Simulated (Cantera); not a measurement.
What does this Cantera script print?

```python
import numpy as np
import cantera as ct

gas_names = """
    CL CL2 H HCL H2 Si SiCL SiCL2 SiCL3 SiCL4 SiH SiHCL3 SiH2 SiH2CL2 SiH3 SiH3CL SiH4 Si2 Si3
""".split()
cond_names = """
    Si(cr) Si(L)
""".split()


# ... load() reads the species with a 1 bar reference pressure and builds the phases ...
atoms = {
    'SiHCl3': {'Si': 1, 'H': 1, 'CL': 3},
    'H2': {'H': 2},
}
top_T = {}  # K; cautious upper limits of use, not melting points


# ... equilibrate(T, P, feed) seeds the gas with the atoms and calls Mixture.equilibrate('TP', solver="vcs", rtol=1e-11, max_steps=5000) ...
results = []
feed = {'SiHCl3': 1, 'H2': 180}  # mol
P = 10000  # Pa
for T in [900, 1000, 1100, 1200, 1300, 1400, 1500, 1600, 1700, 1800, 1900, 2000, 2100, 2200]:
    mix = equilibrate(T, P, feed)
    results.append((T, P, feed, dict(zip(mix.species_names, mix.species_moles))))

top = {s: max(r[3][s] / sum(r[3][g] for g in gas_names) for r in results) for s in gas_names}
cols = sorted((s for s in top if top[s] > 1e-06), key=lambda s: -top[s])[:6]
seen = [c for c in cond_names if any(r[3].get(c, 0) > 1e-12 for r in results)]
print("log10 of partial pressures in bar; condensed amounts in mol")
print(f"{'T/K':>10s}" + "".join(f"{s[:9]:>10s}" for s in cols + seen))
for T, P, feed, n in results:
    ng = sum(n[g] for g in gas_names)
    print(f"{T:10.4g}" + "".join(f"{np.log10(max(n[s] / ng * P / 1e5, 1e-99)):10.3f}" for s in cols)
          + "".join(f"{n.get(c, 0):10.4g}" for c in seen))
```

Output:

```
log10 of partial pressures in bar; condensed amounts in mol
       T/K        H2         H       HCL        Si     SiCL4    SiHCL3    Si(cr)     Si(L)
       900    -1.003   -10.434    -3.507   -18.352    -3.712    -3.755    0.2949         0
      1000    -1.004    -9.146    -3.144   -15.751    -3.900    -3.912    0.4966         0
      1100    -1.006    -8.090    -2.922   -13.626    -4.342    -4.258      0.73         0
      1200    -1.007    -7.208    -2.839   -11.858    -5.118    -4.851    0.8503         0
      1300    -1.007    -6.460    -2.824   -10.364    -5.991    -5.516     0.873         0
      1400    -1.007    -5.816    -2.823    -9.085    -6.786    -6.120    0.8707         0
      1500    -1.007    -5.258    -2.825    -7.978    -7.483    -6.650    0.8637         0
      1600    -1.007    -4.768    -2.827    -7.011    -8.094    -7.115    0.8555         0
      1700    -1.007    -4.335    -2.828    -6.168    -8.639    -7.531         0    0.8476
      1800    -1.007    -3.950    -2.823    -5.498    -9.174    -7.959         0    0.8546
      1900    -1.008    -3.604    -2.820    -4.899    -9.656    -8.344         0     0.839
      2000    -1.009    -3.294    -2.819    -4.361   -10.093    -8.693         0    0.7679
      2100    -1.012    -3.012    -2.820    -3.875   -10.496    -9.015         0    0.5587
      2200    -1.017    -2.758    -2.825    -3.433   -10.872    -9.317         0   0.02237
```

Method: chemical equilibrium by Gibbs-energy minimisation in Cantera with the NASA 1993 tables (ideal gas, pure condensed phases). The tables' values for SiCl, SiCl3 are old estimates; treat these amounts as uncertain. Gases not in the tables: Si2H6 and higher silanes.
